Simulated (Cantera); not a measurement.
An isothermal, constant-pressure homogeneous reactor starts with NO : N2 = 1 : 1.1 (molar parts), at 1850 K and 0.310 bar. Integrator tolerance rtol = 1e-08.

Model: GRI-Mech 3.0 (53 species, 325 reactions), integrated in Cantera.

```tsv
quantity	before	after
x(NO) at 5.00 s	0.270 (gas-phase equilibrium 0.00512)	0.385 (gas-phase equilibrium 0.00363)
x(O) at 5.00 s	0.000115 (gas-phase equilibrium 0.000169)	3.01e-5 (gas-phase equilibrium 6.44e-5)
x(N2O) at 5.00 s	2.82e-5 (gas-phase equilibrium 1.60e-7)	5.60e-5 (gas-phase equilibrium 1.15e-7)
x(N2) at 5.00 s	0.627 (gas-phase equilibrium 0.759)	0.570 (gas-phase equilibrium 0.760)
x(O2) at 5.00 s	0.103 (gas-phase equilibrium 0.235)	0.0455 (gas-phase equilibrium 0.236)
x(NO2) at 5.00 s	0.000239 (gas-phase equilibrium 6.82e-6)	0.000285 (gas-phase equilibrium 6.00e-6)
```

Task: Which change was made?
(A) pressure from 0.310 bar to 1.40 bar
(B) pressure from 0.310 bar to 0.230 bar
(C) temperature 1850 to 1923 K
(D) temperature 1850 to 1748 K

Result: D, temperature 1850 to 1748 K
